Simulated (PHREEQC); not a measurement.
0.039 g of hydrous ferric oxide (600 m²/g; 0.2 weak and 0.005 strong sites per Fe, Dzombak-Morel constants, diffuse double layer) in 1 kg of water with 0.001 mol/kgw of an inert sodium salt and 1.4e-07 mol/kgw BaCl2, at 25 °C; the pH is set by adding NaOH or the inert anion's acid. Oxygen is held at 0.21 atm. The system is closed to CO2. Precipitation was switched off in this run.

Computed with PHREEQC (ion-association model, wateq4f.dat).

```json
[
 {"pH": "3", "Ba sorbed (%)": "0.0", "surface charge σ (C/m²)": "0.252", "surface potential ψ (mV)": "234"},
 {"pH": "3.5", "Ba sorbed (%)": "0.0", "surface charge σ (C/m²)": "0.174", "surface potential ψ (mV)": "226"},
 {"pH": "4", "Ba sorbed (%)": "0.0", "surface charge σ (C/m²)": "0.117", "surface potential ψ (mV)": "210"},
 {"pH": "4.5", "Ba sorbed (%)": "0.0", "surface charge σ (C/m²)": "0.078", "surface potential ψ (mV)": "191"},
 {"pH": "5.5", "Ba sorbed (%)": "0.0", "surface charge σ (C/m²)": "0.031", "surface potential ψ (mV)": "145"},
 {"pH": "6", "Ba sorbed (%)": "0.0", "surface charge σ (C/m²)": "0.019", "surface potential ψ (mV)": "119"},
 {"pH": "6.5", "Ba sorbed (%)": "0.0", "surface charge σ (C/m²)": "0.011", "surface potential ψ (mV)": "92"},
 {"pH": "7", "Ba sorbed (%)": "0.3", "surface charge σ (C/m²)": "0.006", "surface potential ψ (mV)": "64"},
 {"pH": "7.5", "Ba sorbed (%)": "2.6", "surface charge σ (C/m²)": "0.003", "surface potential ψ (mV)": "35"},
 {"pH": "8", "Ba sorbed (%)": "20.1", "surface charge σ (C/m²)": "0.000", "surface potential ψ (mV)": "6"},
 {"pH": "8.5", "Ba sorbed (%)": "69.6", "surface charge σ (C/m²)": "-0.002", "surface potential ψ (mV)": "-22"},
 {"pH": "9.5", "Ba sorbed (%)": "99.5", "surface charge σ (C/m²)": "-0.008", "surface potential ψ (mV)": "-79"},
 {"pH": "10", "Ba sorbed (%)": "99.9", "surface charge σ (C/m²)": "-0.015", "surface potential ψ (mV)": "-107"},
 {"pH": "10.5", "Ba sorbed (%)": "100.0", "surface charge σ (C/m²)": "-0.028", "surface potential ψ (mV)": "-133"},
 {"pH": "11", "Ba sorbed (%)": "100.0", "surface charge σ (C/m²)": "-0.054", "surface potential ψ (mV)": "-155"}
]
```

The oxide is taken as insoluble; below pH 4 it would dissolve.
